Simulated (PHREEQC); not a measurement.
Dissolve 0.036 mol/kgw H2S, 0.00083 mol/kgw NaHCO3 and 0.032 mol/kgw ZnCl2 at 65 °C. Closed to the air; pH follows from the charge balance.

All values are PHREEQC results (ion-association model, phreeqc.dat), not measurements.

```json
{
  "pH": "1.61",
  "ionic_strength": "0.0727 mol/kgw",
  "total_alkalinity": "0.830 meq/kg"
}
```

| species | molality | activity | log γ |
|---|---|---|---|
| Cl- | 0.0598 | 0.0464 | -0.111 |
| H+ | 0.0295 | 0.0244 | -0.082 |
| Zn(HS)2 | 0.0152 | 0.0154 | 0.007 |
| Zn+2 | 0.0128 | 0.00500 | -0.410 |
| H2S | 0.00564 | 0.00573 | 0.007 |
| ZnCl+ | 0.00380 | 0.00295 | -0.109 |
| Na+ | 0.000830 | 0.000655 | -0.103 |
| CO2 | 0.000830 | 0.000844 | 0.007 |

Precipitation was switched off in this run. Examples of supersaturated solids here: Sphalerite (slow to form). Others may be too. Species that the database lacks are ignored. Away from 25 °C the constants follow the database's enthalpies or fits; those with neither stay at their 25 °C values.
